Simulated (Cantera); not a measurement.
**Ammonia decomposition in nitride growth gas**

An isothermal, constant-pressure homogeneous reactor starts with 14.3 % NH3, 85.7 % N2, at 1950 K and 0.0133 bar.

Model: the gas-phase N/H chemistry of the illustrative SiF4/NH3 mechanism in the Surface Chemkin manual (1991), integrated in Cantera. Walls and surfaces, which speed up NH3 decomposition in real reactors, are not modelled.

```csv
t (s),x NH3,x N2H2,x H2,x NH2,x N,x NH
5.00e-6,0.143,<1e-12,5.34e-9,6.30e-8,<1e-12,<1e-12
1.26e-5,0.143,<1e-12,3.07e-8,1.76e-7,<1e-12,<1e-12
3.16e-5,0.143,<1e-12,1.56e-7,5.20e-7,<1e-12,2.87e-12
7.93e-5,0.143,1.75e-12,6.36e-7,1.55e-6,<1e-12,3.31e-11
0.000199,0.143,2.47e-11,2.01e-6,4.31e-6,<1e-12,2.91e-10
0.000501,0.143,2.37e-10,5.49e-6,1.13e-5,<1e-12,2.32e-9
0.00126,0.143,1.84e-9,1.43e-5,2.87e-5,1.70e-11,1.93e-8
0.00316,0.143,1.39e-8,3.70e-5,7.23e-5,3.03e-10,1.59e-7
0.00795,0.143,1.08e-7,0.000106,0.000180,2.64e-9,9.19e-7
0.0200,0.142,7.17e-7,0.000496,0.000431,1.58e-8,3.26e-6
0.0502,0.140,2.25e-6,0.00353,0.000693,1.32e-7,8.05e-6
0.126,0.132,2.18e-6,0.0140,0.000591,5.09e-7,1.13e-5
0.317,0.115,1.62e-6,0.0361,0.000450,1.04e-6,1.25e-5
0.796,0.0852,9.96e-7,0.0754,0.000321,1.41e-6,1.18e-5
2.00,0.0452,4.13e-7,0.128,0.000189,1.45e-6,9.03e-6
```
x: mole fraction; the columns are a selection and need not sum to one.

Equilibrium at this temperature and pressure: NH3 2.08e-8, N2H2 <1e-12, H2 0.185, NH2 1.38e-9, N 3.34e-9, NH 1.17e-9 (gas phase only).
